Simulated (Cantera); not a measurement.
Input (Python, Cantera):

```python
import numpy as np
import cantera as ct

gas = ct.Solution("gri30.yaml")
gas.TPX = 1748, 1000000, {'CH4': 1, 'H2O': 0.73}
reactor = ct.IdealGasConstPressureReactor(gas, energy="off", clone=False)
net = ct.ReactorNet([reactor])
net.rtol, net.atol = 1e-08, 1e-18
show = ['CH4', 'H2O', 'C2H2', 'H', 'C2H', 'C2H6']
times = np.geomspace(2e-06, 5, 15)

steps = ct.SolutionArray(gas, extra=["t"])
rows = []
print(f"{'t/s':>10s}{'T/K':>9s}{'P/Pa':>11s}" + "".join(f"{s:>11s}" for s in show))
for t in times:
    while net.time < t:
        t_next = net.step()
        steps.append(gas.state, t=t_next)
    rows.append([np.interp(t, steps.t, y) for y in (steps.T, steps.P, *steps(*show).X.T)])
    print(f"{t:10.3e}{rows[-1][0]:9.1f}{rows[-1][1]:11.4g}" + "".join(f"{x:11.3e}" for x in rows[-1][2:]))
rate = np.gradient(steps.T, steps.t)
print("integrator steps:", len(steps.t))
if steps.T.max() > steps.T[0] + 200:
    print(f"time of steepest temperature rise: {steps.t[rate.argmax()]:.4e} s")
gas.TPX = 1748, 1000000, {'CH4': 1, 'H2O': 0.73}
gas.equilibrate("TP")
print(f"equilibrium (TP): T = {gas.T:.1f} K  " + "  ".join(f"{s} {gas[s].X[0]:.3e}" for s in show))
```

It prints:

```
       t/s      T/K       P/Pa        CH4        H2O       C2H2          H        C2H       C2H6
 2.000e-06   1748.0      1e+06  5.771e-01  4.218e-01  1.632e-08  9.478e-07  6.034e-15  6.700e-05
 5.728e-06   1748.0      1e+06  5.755e-01  4.217e-01  8.238e-07  1.211e-06  4.496e-13  5.576e-04
 1.641e-05   1748.0      1e+06  5.705e-01  4.214e-01  2.037e-05  1.815e-06  1.413e-11  2.063e-03
 4.699e-05   1748.0      1e+06  5.531e-01  4.192e-01  4.599e-04  4.051e-06  4.158e-10  4.753e-03
 1.346e-04   1748.0      1e+06  4.995e-01  4.077e-01  7.227e-03  1.022e-05  6.864e-09  4.736e-03
 3.855e-04   1748.0      1e+06  3.956e-01  3.782e-01  3.956e-02  2.001e-05  3.248e-08  2.160e-03
 1.104e-03   1748.0      1e+06  2.677e-01  3.392e-01  8.393e-02  3.141e-05  6.272e-08  7.982e-04
 3.162e-03   1748.0      1e+06  1.578e-01  3.025e-01  1.131e-01  4.222e-05  8.293e-08  2.907e-04
 9.057e-03   1748.0      1e+06  1.063e-01  2.675e-01  1.174e-01  4.954e-05  8.694e-08  1.718e-04
 2.594e-02   1748.0      1e+06  1.009e-01  2.191e-01  9.741e-02  5.206e-05  6.965e-08  1.529e-04
 7.430e-02   1748.0      1e+06  9.662e-02  1.506e-01  6.718e-02  5.467e-05  4.544e-08  1.270e-04
 2.128e-01   1748.0      1e+06  8.494e-02  8.226e-02  3.919e-02  5.746e-05  2.516e-08  8.939e-05
 6.095e-01   1748.0      1e+06  6.970e-02  3.321e-02  2.145e-02  5.964e-05  1.327e-08  5.623e-05
 1.746e+00   1748.0      1e+06  5.830e-02  7.490e-03  1.340e-02  6.087e-05  8.125e-09  3.792e-05
 5.000e+00   1748.0      1e+06  5.458e-02  3.469e-04  1.138e-02  6.123e-05  6.856e-09  3.289e-05
integrator steps: 1595
equilibrium (TP): T = 1748.0 K  CH4 5.442e-02  H2O 4.883e-05  C2H2 1.129e-02  H 6.124e-05  C2H 6.805e-09  C2H6 3.268e-05
```

Cantera simulation using GRI-Mech 3.0 (53 species, 325 reactions); the numbers are that mechanism's predictions, not measurements. GRI-Mech 3.0 stops at C3 and has no aromatics, soot or wall deposition, so with more carbon than oxygen in the feed, carbon stays in small species such as C2H2 where larger ones or solid carbon would form.
